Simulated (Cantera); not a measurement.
Input: 1 mol SiH2Cl2, 9 mol NH3, at 0.133 bar.

These are equilibrium values from Cantera (NASA tables, ideal gas, pure condensed phases), not measurements of a reactor. Candidate condensed phases: NH4Cl, Si, Si3N4; 28 gas species. Gases not in the tables: Si2H6 and higher silanes. Equilibrium is a limit: real reactors are often held back by kinetics, nucleation or transport.

Task: Which condensed phases are stable at each of these points (T (°C)): 900, 1000, 1100, 1200, 1300, 1400, 1500, 1600, 1700?

Result: 
```tsv
T (°C)	condensed phases	Si condensed (%)
900	Si3N4(s)	99.9
1000	Si3N4(s)	99.8
1100	Si3N4(s)	99.6
1200	Si3N4(s)	98.8
1300	Si3N4(s)	96.3
1400	Si3N4(s)	90.0
1500	Si3N4(s)	79.1
1600	Si3N4(s)	64.9
1700	Si(l)	66.3
```

From 900 °C to 1600 °C the condensed part is Si3N4(s). At 1700 °C the condensed part is Si(l).
